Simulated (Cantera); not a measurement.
An isothermal, constant-pressure homogeneous reactor starts with 10.2 % CH4, 89.8 % N2, at 1698 K and 0.000642 atm.

Cantera simulation using GRI-Mech 3.0 (53 species, 325 reactions); the numbers are that mechanism's predictions, not measurements. GRI-Mech 3.0 stops at C3 and has no aromatics, soot or wall deposition, so with more carbon than oxygen in the feed, carbon stays in small species such as C2H2 where larger ones or solid carbon would form. Radical loss at walls, strong at low pressure, is not modelled.

x: mole fraction; the columns are a selection and need not sum to one.

| t (s) | x CH4 | x H2 | x C2H2 | x HCN | x C2H | x H | x CH2 |
|---|---|---|---|---|---|---|---|
| 0.000100 | 0.102 | 8.33e-9 | <1e-12 | <1e-12 | <1e-12 | 7.54e-8 | <1e-12 |
| 0.000279 | 0.102 | 5.75e-8 | <1e-12 | <1e-12 | <1e-12 | 1.76e-7 | <1e-12 |
| 0.000779 | 0.102 | 3.34e-7 | <1e-12 | <1e-12 | <1e-12 | 3.18e-7 | <1e-12 |
| 0.00217 | 0.102 | 1.43e-6 | <1e-12 | <1e-12 | <1e-12 | 3.90e-7 | 1.01e-11 |
| 0.00607 | 0.102 | 4.69e-6 | <1e-12 | <1e-12 | <1e-12 | 3.94e-7 | 7.61e-11 |
| 0.0169 | 0.102 | 1.38e-5 | 4.52e-11 | <1e-12 | <1e-12 | 3.96e-7 | 4.93e-10 |
| 0.0473 | 0.102 | 3.97e-5 | 3.19e-9 | <1e-12 | <1e-12 | 4.11e-7 | 3.35e-9 |
| 0.132 | 0.102 | 0.000122 | 2.05e-7 | 2.72e-12 | 1.37e-12 | 5.35e-7 | 2.38e-8 |
| 0.368 | 0.101 | 0.000580 | 1.28e-5 | 4.84e-11 | 1.65e-10 | 1.57e-6 | 1.65e-7 |
| 1.03 | 0.0947 | 0.00665 | 0.000764 | 3.50e-9 | ? | 1.25e-5 | 9.31e-7 |
| 2.87 | 0.0572 | 0.0565 | 0.0166 | 2.23e-7 | ? | 9.50e-5 | 1.83e-6 |
| 8.00 | 0.0199 | 0.110 | 0.0365 | 1.64e-6 | ? | 0.000207 | 1.17e-6 |

Task: Some entries are withheld; supply them.

Result: 
- 1.03, x C2H: 7.88e-9
- 2.87, x C2H: 1.54e-7
- 8.00, x C2H: 3.79e-7
